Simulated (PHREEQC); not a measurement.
Dissolve 0.00162 mol/kgw Pb(NO3)2 and 0.0028 mol/kgw HNO3 at 25 °C. Closed to the air; pH follows from the charge balance.

The numbers come from PHREEQC with the ion-association model, phreeqc.dat.

This is a speciation only: nothing precipitates in the calculation.

Q: Estimate the pH, specific conductance.

A: pH 2.59; specific conductance 1510 µS/cm.

Q: In which forms is N present?

A: NO3- 98 %, PbNO3+ 1.5 % of the N.
